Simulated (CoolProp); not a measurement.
Octamethyltrisiloxane (MDM) along the isobar 1.76 MPa: fugacity coefficient from the reference equation and from simpler models built on Tc = 292.2 °C, pc = 1.438 MPa, ω = 0.528; each cubic takes its own stable root.

Computed with CoolProp (reference Helmholtz-energy equation of state, Thol 2017).

```json
[
 {"T (°C)": "89.85", "phase": "liquid", "reference": "0.009100"},
 {"T (°C)": "95.15", "phase": "liquid", "reference": "0.01112"},
 {"T (°C)": "100.45", "phase": "liquid", "reference": "0.01348"},
 {"T (°C)": "105.65", "phase": "liquid", "reference": "0.01617"},
 {"T (°C)": "110.95", "phase": "liquid", "reference": "0.01932"},
 {"T (°C)": "116.25", "phase": "liquid", "reference": "0.02293"},
 {"T (°C)": "121.55", "phase": "liquid", "reference": "0.02704"},
 {"T (°C)": "126.75", "phase": "liquid", "reference": "0.03160"},
 {"T (°C)": "132.05", "phase": "liquid", "reference": "0.03682"},
 {"T (°C)": "137.35", "phase": "liquid", "reference": "0.04267"},
 {"T (°C)": "142.65", "phase": "liquid", "reference": "0.04917"},
 {"T (°C)": "147.85", "phase": "liquid", "reference": "0.05623"},
 {"T (°C)": "153.15", "phase": "liquid", "reference": "0.06416"},
 {"T (°C)": "158.45", "phase": "liquid", "reference": "0.07285"}
]
```

Q: How far does each simpler model (van der Waals, Redlich-Kwong, Soave-Redlich-Kwong, Peng-Robinson) lie from the reference over these 14 states: mean and median of the absolute difference, and the worst?

A: 
- van der Waals: mean 613.1 %, median 532.2 %, worst +1251.6 % at 89.85 °C and 1.76 MPa
- Redlich-Kwong: mean 193.6 %, median 181.2 %, worst +325.1 % at 89.85 °C and 1.76 MPa
- Soave-Redlich-Kwong: mean 1.4 %, median 1.3 %, worst +1.9 % at 89.85 °C and 1.76 MPa
- Peng-Robinson: mean 1.0 %, median 0.9 %, worst +2.9 % at 89.85 °C and 1.76 MPa
